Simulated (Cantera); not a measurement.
**Low-pressure radical oxidation in H2/O2**

An isothermal, constant-pressure homogeneous reactor starts with 0.766 % H2, 79.8 % O2, 19.2 % N2, 0.287 % H2O, at 1298 K and 0.0267 bar.

Cantera simulation using the H2/O2 subset of GRI-Mech 3.0, which has no nitrogen chemistry; the numbers are that mechanism's predictions, not measurements. Radical loss at walls, strong at low pressure, is not modelled.

| t (s) | x H2 | x O2 | x OH | x HO2 | x H2O |
|---|---|---|---|---|---|
| 0.000700 | 0.00766 | 0.798 | 1.66e-7 | 4.43e-8 | 0.00287 |
| 0.00283 | 0.00668 | 0.797 | 0.000466 | 1.19e-6 | 0.00359 |
| 0.0114 | 3.77e-5 | 0.791 | 0.000890 | 1.05e-6 | 0.00993 |
| 0.0461 | 2.55e-5 | 0.793 | 0.000733 | 8.65e-7 | 0.0101 |
| 0.186 | 8.50e-6 | 0.796 | 0.000424 | 4.71e-7 | 0.0103 |
| 0.752 | 1.20e-6 | 0.797 | 0.000160 | 1.29e-7 | 0.0105 |
| 3.04 | 1.27e-7 | 0.797 | 5.24e-5 | 2.36e-8 | 0.0105 |
| 12.3 | 1.77e-8 | 0.797 | 1.96e-5 | 1.07e-8 | 0.0106 |
| 49.5 | 6.37e-9 | 0.797 | 1.18e-5 | 1.30e-8 | 0.0106 |
| 200 | 6.11e-9 | 0.797 | 1.16e-5 | 1.31e-8 | 0.0106 |
x: mole fraction; the columns are a selection and need not sum to one.

Equilibrium at this temperature and pressure: H2 6.11e-9, O2 0.797, OH 1.16e-5, HO2 1.31e-8, H2O 0.0106 (gas phase only).
